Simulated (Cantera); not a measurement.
Input (Python, Cantera) and output of one run.

```python
import numpy as np
import cantera as ct

gas_names = [...]  # 151 gases of nasa_gas.yaml made of C, H, N, O, Si
cond_names = """
    C(gr) C6H6(L) C7H8(L) C8H18(L),n-octa H2O(s) H2O(L) Si(cr) Si(L) SiC(b) SiO2(Lqz) SiO2(hqz) SiO2(L)
    Si2N2O(s) Si3N4(a)
""".split()


# ... load() reads the species with a 1 bar reference pressure and builds the phases ...
atoms = {
    'SiO2': {'Si': 1, 'O': 2},
    'CH4': {'C': 1, 'H': 4},
    'N2': {'N': 2},
}
top_T = {'C(gr)': 4500, 'SiC(b)': 3050, 'Si2N2O(s)': 2100, 'Si3N4(a)': 2400}  # K; cautious upper limits of use, not melting points


# ... equilibrate(T, P, feed) seeds the gas with the atoms and calls Mixture.equilibrate('TP', solver="vcs", rtol=1e-11, max_steps=5000) ...
results = []
feed = {'SiO2': 1, 'CH4': 0.41, 'N2': 0.28}  # mol
T = 1123  # K
P = 20000  # Pa
mix = equilibrate(T, P, feed)
results.append((T, P, feed, dict(zip(mix.species_names, mix.species_moles))))
x = sorted(zip(gas.X, gas.species_names), reverse=True)
print(f"T = {T:g} K  P = {P:g} Pa  gas = {mix.phase_moles(0):.4g} mol")
print("   x: " + "  ".join(f"{s} {v:.3e}" for v, s in x if v > 1e-06))
print("   condensed (mol): " + ("  ".join(f"{mix.phase(i).name} {mix.phase_moles(i):.4g}"
      for i in range(1, mix.n_phases) if mix.phase_moles(i) > 1e-12) or "none"))
```

Result:

```
T = 1123 K  P = 20000 Pa  gas = 1.102 mol
   x: H2 7.378e-01  N2 2.517e-01  CO 7.246e-03  CH4 3.195e-03  H2O 7.055e-05  NH3 1.784e-05  HCN 1.290e-05
   condensed (mol): C(gr) 0.3985  SiO2(hqz) 0.9946  Si2N2O(s) 0.002687
```

Method: chemical equilibrium by Gibbs-energy minimisation in Cantera with the NASA 1993 tables (ideal gas, pure condensed phases). N2 is the only nitrogen source here; it is nearly inert below about 1500 K, so the nitride shown seldom forms there in practice. Mutual solubility and eutectic melting of coexisting phases are not modelled.
